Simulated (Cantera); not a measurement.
Stirred combustor or abatement burner

A perfectly stirred reactor is fed with 6.11 % CH4, 0.275 % C2H6, 19.7 % O2, 73.9 % N2, equivalence ratio 0.67, at 488 Torr; it is adiabatic with a 500 K inlet, and is followed from long to short residence time, starting on the burning branch (τ in s: 0.027, 0.009, 0.003, 0.001, 0.00035, 0.00012, 4e-05, 1.3e-05, 4.5e-06).

Cantera simulation using GRI-Mech 3.0 (53 species, 325 reactions); the numbers are that mechanism's predictions, not measurements.

| τ (s) | T (K) | x CH4 | x C2H6 | x O2 | x C2H4 | x N2O | x HCO |
|---|---|---|---|---|---|---|---|
| 0.027 | 1914 | 1.67e-5 | 1.72e-7 | 0.0648 | 4.15e-7 | 3.25e-7 | 9.93e-8 |
| 0.0090 | 1887 | 3.42e-5 | 3.78e-7 | 0.0653 | 6.89e-7 | 3.03e-7 | 3.09e-7 |
| 0.0030 | 1843 | 7.31e-5 | 8.35e-7 | 0.0664 | 9.91e-7 | 2.50e-7 | 9.41e-7 |
| 0.0010 | 1777 | 0.000172 | 1.98e-6 | 0.0685 | 1.36e-6 | 1.99e-7 | 2.78e-6 |
| 0.00035 | 1689 | 0.000474 | 5.36e-6 | 0.0728 | 2.26e-6 | 1.56e-7 | 7.73e-6 |
| 0.00012 | 500 | 0.0611 | 0.00275 | 0.197 | <1e-12 | <1e-12 | <1e-12 |
| 4.0e-5 | 500 | 0.0611 | 0.00275 | 0.197 | <1e-12 | <1e-12 | <1e-12 |
| 1.3e-5 | 500 | 0.0611 | 0.00275 | 0.197 | <1e-12 | <1e-12 | <1e-12 |
| 4.5e-6 | 500 | 0.0611 | 0.00275 | 0.197 | <1e-12 | <1e-12 | <1e-12 |
x: mole fraction; the columns are a selection and need not sum to one.
